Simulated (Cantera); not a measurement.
Charge: 1 mol Si3N4, 0.79 mol H2O, 0.57 mol H2, equilibrated at 2123.15 K and 3.00e-5 bar.

These are equilibrium values from Cantera (NASA tables, ideal gas, pure condensed phases), not measurements of a reactor. Candidate condensed phases: H2O, Si, SiO2, Si2N2O, Si3N4; 35 gas species. The tables' values for SiN are old estimates; treat these amounts as uncertain. Equilibrium is a limit: real reactors are often held back by kinetics, nucleation or transport.

Base state: Si 0.312, N2 0.283, H 0.200, SiO 0.112, H2 0.0927, SiH 0.000269, Si2 0.000235, SiN 0.000180 (mole fractions); condensed: gas only.

Problem. What changes in the equilibrium state with this change: temperature from 2123.15 K to 775 K?

Solution. 
```tsv
species	before	after
H2	0.0927	0.838
N2	0.283	0.162
Si	0.312	<1e-9
H	0.200	<1e-9
SiO	0.112	<1e-9
SiH	0.000269	<1e-9
Si2	0.000235	<1e-9
SiN	0.000180	<1e-9
Si2N2O(s), mol	0	0.790
Si3N4(s), mol	0	0.473
```

Problem. What changes in the equilibrium state with this change: temperature from 2123.15 K to 2050 K?

Solution. 
```
species   before    after
-------  -------  -------
Si         0.312    0.321
N2         0.283    0.292
H          0.200    0.146
H2        0.0927    0.125
SiO        0.112    0.115
Si3      2.61e-6  1.21e-5
Si2N     1.16e-5  3.43e-5
```
